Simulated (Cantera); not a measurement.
## Premixed flame

A freely propagating, adiabatic, planar premixed flame of 4.38 % C₃H₈, 19.9 % O₂, 74.9 % N₂, 0.788 % H₂, unburnt at 450 K and 1430 Torr; mixture-averaged transport, grid criteria slope 0.08 and curve 0.16, no radiation.

Computed with Cantera and GRI-Mech 3.0 (53 species, 325 reactions). GRI-Mech 3.0 was tuned for natural gas; its chemistry of propane as a main component is partial and can be far from experiment. Burning velocities carry a grid error of a few per cent, more on coarse grids.

```json
[
 {"z (mm)": "-0.493", "T (K)": "450", "u (m/s)": "0.868", "x C₃H₈": "0.0438", "x O₂": "0.199", "x C₂H₆": "1.51e-8", "x CH₂": "<1e-8", "x NO": "<1e-8", "x H₂O": "1.75e-5"},
 {"z (mm)": "-0.329", "T (K)": "451", "u (m/s)": "0.871", "x C₃H₈": "0.0437", "x O₂": "0.199", "x C₂H₆": "4.26e-7", "x CH₂": "<1e-8", "x NO": "<1e-8", "x H₂O": "0.000235"},
 {"z (mm)": "-0.246", "T (K)": "457", "u (m/s)": "0.884", "x C₃H₈": "0.0436", "x O₂": "0.198", "x C₂H₆": "3.43e-6", "x CH₂": "<1e-8", "x NO": "1.77e-8", "x H₂O": "0.00109"},
 {"z (mm)": "-0.164", "T (K)": "505", "u (m/s)": "0.985", "x C₃H₈": "0.0431", "x O₂": "0.193", "x C₂H₆": "5.42e-5", "x CH₂": "<1e-8", "x NO": "1.78e-7", "x H₂O": "0.00714"},
 {"z (mm)": "-0.0822", "T (K)": "895", "u (m/s)": "1.80", "x C₃H₈": "0.0328", "x O₂": "0.155", "x C₂H₆": "0.00101", "x CH₂": "1.35e-7", "x NO": "2.66e-6", "x H₂O": "0.0445"},
 {"z (mm)": "-0.0411", "T (K)": "1334", "u (m/s)": "2.77", "x C₃H₈": "0.0123", "x O₂": "0.109", "x C₂H₆": "0.00149", "x CH₂": "9.12e-6", "x NO": "6.85e-6", "x H₂O": "0.0819"},
 {"z (mm)": "0", "T (K)": "1746", "u (m/s)": "3.70", "x C₃H₈": "0.000421", "x O₂": "0.0596", "x C₂H₆": "0.000195", "x CH₂": "7.13e-5", "x NO": "1.42e-5", "x H₂O": "0.118"},
 {"z (mm)": "0.0411", "T (K)": "1937", "u (m/s)": "4.12", "x C₃H₈": "4.72e-7", "x O₂": "0.0306", "x C₂H₆": "1.54e-6", "x CH₂": "3.87e-5", "x NO": "2.49e-5", "x H₂O": "0.136"},
 {"z (mm)": "0.0822", "T (K)": "1998", "u (m/s)": "4.23", "x C₃H₈": "<1e-8", "x O₂": "0.0189", "x C₂H₆": "<1e-8", "x CH₂": "4.00e-6", "x NO": "3.34e-5", "x H₂O": "0.141"},
 {"z (mm)": "0.164", "T (K)": "2056", "u (m/s)": "4.32", "x C₃H₈": "<1e-8", "x O₂": "0.0122", "x C₂H₆": "<1e-8", "x CH₂": "1.49e-8", "x NO": "4.18e-5", "x H₂O": "0.142"},
 {"z (mm)": "0.329", "T (K)": "2124", "u (m/s)": "4.44", "x C₃H₈": "<1e-8", "x O₂": "0.00906", "x C₂H₆": "<1e-8", "x CH₂": "<1e-8", "x NO": "5.01e-5", "x H₂O": "0.144"},
 {"z (mm)": "0.657", "T (K)": "2198", "u (m/s)": "4.58", "x C₃H₈": "<1e-8", "x O₂": "0.00653", "x C₂H₆": "<1e-8", "x CH₂": "<1e-8", "x NO": "6.15e-5", "x H₂O": "0.148"},
 {"z (mm)": "1.31", "T (K)": "2263", "u (m/s)": "4.69", "x C₃H₈": "<1e-8", "x O₂": "0.00420", "x C₂H₆": "<1e-8", "x CH₂": "<1e-8", "x NO": "7.76e-5", "x H₂O": "0.153"}
]
```
x: mole fraction of selected species; z is measured from the peak of heat release.

```json
{
  "laminar_burning_velocity": "86.7 cm/s",
  "thermal_thickness": "0.164 mm",
  "peak x(C₂H₆)": "0.00160",
  "peak x(CH₂)": "7.59e-5",
  "grid_points": "146"
}
```
